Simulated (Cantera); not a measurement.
An isothermal plug-flow reactor at 575 K and 495 Torr (inlet), inlet velocity 0.68 m/s, active area per volume 2500 1/m; feed 0.262 % CO, 3.57 % O₂, 94.1 % N₂, 2.03 % H₂O, equivalence ratio 0.037.

Cantera simulation using Deutschmann's 1995 Pt surface mechanism with GRI-Mech 3.0 gas chemistry; the numbers are that mechanism's predictions, not measurements. Catalytic surfaces can have several steady states; this one follows from the mechanism file's or the stated starting coverage. Mass transfer to the wall is taken as infinitely fast.

### Question
Predict: x(CO) at z = 0.0037 m; x(O₂) at z = 0.0037 m; x(H₂O) at z = 0.0037 m; x(CO₂) at z = 0.0037 m; θ(free Pt) at the exit; θ(O*) at the exit; θ(OH*) at the exit; θ(CO*) at the exit.

### Answer
x(CO) at z = 0.0037 m: 0.00214
x(O₂) at z = 0.0037 m: 0.0355
x(H₂O) at z = 0.0037 m: 0.0203
x(CO₂) at z = 0.0037 m: 0.000481
θ(free Pt) at the exit: 0.00317
θ(O*) at the exit: 0.992
θ(OH*) at the exit: 0.00355
θ(CO*) at the exit: 0.00107
